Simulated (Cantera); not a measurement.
Input: 1 mol Fe₃O₄, 0.32 mol C, 0.13 mol H₂, equilibrated at 1350 K and 5.18 Torr.

Method: chemical equilibrium by Gibbs-energy minimisation in Cantera with the NASA 1993 tables (ideal gas, pure condensed phases). Candidate condensed phases: C, C₆H₆, C₇H₈, C₈H₁₈, Fe, Fe(CO)₅, FeO, Fe(OH)₂, Fe(OH)₃, Fe₂O₃, Fe₃O₄, H₂O; 114 gas species. Mutual solubility and eutectic melting of coexisting phases are not modelled. The tables' stoichiometric FeO is somewhat more stable than real wüstite, so its field is too wide. FeO: taken at fixed stoichiometry. Kinetics and transport are ignored.

Base state: CO₂ 0.676, H₂O 0.281, CO 0.0355, H₂ 0.00751 (mole fractions); condensed: FeO(s) + Fe₃O₄(s).

Q: What changes in the equilibrium state with this change: Fe₃O₄ replaced by PbO?

A: 
```json
[
 {"species": "Pb", "before": "0", "after": "0.536"},
 {"species": "CO₂", "before": "0.676", "after": "0.223"},
 {"species": "PbO", "before": "0", "after": "0.150"},
 {"species": "H₂O", "before": "0.281", "after": "0.0905"},
 {"species": "CO", "before": "0.0355", "after": "0.000198"},
 {"species": "Pb₂", "before": "0", "after": "5.84e-5"},
 {"species": "O₂", "before": "8.46e-9", "after": "2.94e-5"},
 {"species": "H₂", "before": "0.00751", "after": "4.10e-5"},
 {"species": "FeO(s), mol", "before": "2.25", "after": "0"},
 {"species": "Fe₃O₄(s), mol", "before": "0.249", "after": "0"},
 {"species": "PbO(l), mol", "before": "0", "after": "0.0144"}
]
```
Gases not in the tables: (PbO)n polymers. Further candidate phases: Pb, PbO, PbO₂, Pb₃O₄.
